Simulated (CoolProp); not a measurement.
The numbers come from the reference Helmholtz-energy equation of state, Span 2000 in CoolProp.

Problem. For nitrogen, give the phase and the Z, cv (kJ/(kg K)), expansivity (1/kK), viscosity (µPa s) at -126.55 °C and 10800 kPa; -97.25 °C and 10800 kPa.

Solution. 
- -126.55 °C and 10800 kPa: supercritical; Z 0.533, cv 0.903, expansivity 16.0, viscosity 32.3
- -97.25 °C and 10800 kPa: supercritical; Z 0.724, cv 0.852, expansivity 14.2, viscosity 20.0

Viscosity comes from a separate model (Lemmon 2004).
